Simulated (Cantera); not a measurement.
An isothermal, constant-pressure homogeneous reactor starts with CH4 : N2 = 1 : 15 (molar parts), at 1925 K and 52.5 Torr. Integrator tolerance rtol = 1e-08.

Detailed kinetics in Cantera: GRI-Mech 3.0 (53 species, 325 reactions). GRI-Mech 3.0 stops at C3 and has no aromatics, soot or wall deposition, so with more carbon than oxygen in the feed, carbon stays in small species such as C2H2 where larger ones or solid carbon would form.

### Question
What does this change do: N2 15 to 8.8 parts?

### Answer
| quantity | before | after |
|---|---|---|
| x(CH4) at 40.0 s | 3.44e-6 (gas-phase equilibrium 3.38e-6) | 1.30e-5 (gas-phase equilibrium 9.94e-6) |
| x(H2) at 40.0 s | 0.0876 (gas-phase equilibrium 0.0876) | 0.138 (gas-phase equilibrium 0.138) |
| x(C2H6) at 40.0 s | 3.34e-12 (gas-phase equilibrium 1.61e-12) | 1.95e-11 (gas-phase equilibrium 8.82e-12) |
| x(HCN) at 40.0 s | 0.000272 (gas-phase equilibrium 0.0470) | 0.000427 (gas-phase equilibrium 0.0665) |
| x(H) at 40.0 s | 0.00108 (gas-phase equilibrium 0.00108) | 0.00135 (gas-phase equilibrium 0.00135) |

### Question
What does this change do: 0.66 parts H2O added?

### Answer
```json
[
 {"quantity": "x(CH4) at 40.0 s", "before": "3.44e-6 (gas-phase equilibrium 3.38e-6)", "after": "5.36e-6 (gas-phase equilibrium 2.40e-6)"},
 {"quantity": "x(H2) at 40.0 s", "before": "0.0876 (gas-phase equilibrium 0.0876)", "after": "0.135 (gas-phase equilibrium 0.135)"},
 {"quantity": "x(C2H6) at 40.0 s", "before": "3.34e-12 (gas-phase equilibrium 1.61e-12)", "after": "3.49e-12 (gas-phase equilibrium <1e-12)"},
 {"quantity": "x(HCN) at 40.0 s", "before": "0.000272 (gas-phase equilibrium 0.0470)", "after": "0.000796 (gas-phase equilibrium 0.0169)"},
 {"quantity": "x(H) at 40.0 s", "before": "0.00108 (gas-phase equilibrium 0.00108)", "after": "0.00134 (gas-phase equilibrium 0.00134)"}
]
```
